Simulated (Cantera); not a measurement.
Standard-state values (1 bar) from the NASA 1993 polynomials, evaluated with Cantera. Values are per mole of reaction as written; species without (g) are pure solids or liquids, kept so even where they would boil at 1 bar.

Q: Between 300 and 1050 K, where is each reaction favourable under standard conditions?
- S + 4 HF(g) ⇌ SF₄(g) + 4 H(g)

A: 
- S + 4 HF(g) ⇌ SF₄(g) + 4 H(g): ΔG° is 1190 kJ at 300 K and 1156 kJ at 1050 K; it stays positive (K < 1). ΔH° is 1219 kJ and ΔS° 60 J/K at 1050 K.
